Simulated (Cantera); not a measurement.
A perfectly stirred reactor is fed with 7.25 % CH₄, 1.96 % CO, 9.64 % O₂, 81.2 % N₂, at 1.28 atm; it is adiabatic with a 550 K inlet, and is followed from long to short residence time, starting on the burning branch (τ in s: 0.061, 0.027, 0.012, 0.0054, 0.0024, 0.0011, 0.00047, 0.00021, 9.4e-05).

Model: GRI-Mech 3.0 (53 species, 325 reactions), integrated in Cantera.

Task: Predict: blow-out, bracketed by the residence times tried; x(CH₄) at τ = 61.0 ms; x(CO) at τ = 61.0 ms; x(O₂) at τ = 61.0 ms; x(NO) at τ = 61.0 ms; x(CO₂) at τ = 61.0 ms; x(CH₄) at τ = 2.40 ms; x(CO) at τ = 2.40 ms; x(O₂) at τ = 2.40 ms.

Result: 
- blow-out, bracketed by the residence times tried: burning at 61.0 ms, out at 27.0 ms
- x(CH₄) at τ = 61.0 ms: 0.00834
- x(CO) at τ = 61.0 ms: 0.0494
- x(O₂) at τ = 61.0 ms: 0.00620
- x(NO) at τ = 61.0 ms: 2.27e-8
- x(CO₂) at τ = 61.0 ms: 0.0263
- x(CH₄) at τ = 2.40 ms: 0.0725
- x(CO) at τ = 2.40 ms: 0.0196
- x(O₂) at τ = 2.40 ms: 0.0964
